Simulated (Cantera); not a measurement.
An isothermal, constant-pressure homogeneous reactor starts with 3.72 % CH4, 93.1 % H2, 0.233 % CO2, 2.98 % H2O, at 1950 K and 7700 Pa.

Detailed kinetics in Cantera: GRI-Mech 3.0 (53 species, 325 reactions).

One state of this run: x CH4 = 0.0366; x H2 = 0.930; x CO2 = 0.00229; x HCO = 1.47e-9; x CO = 3.10e-5; x CH2O = 1.13e-7. x: mole fraction; the columns are a selection and need not sum to one.

**Question.** Which value of t (s) does it belong to?
A. 0.000398
B. 0.100
C. 25.1
D. 0.00631

**Answer.** A, 0.000398
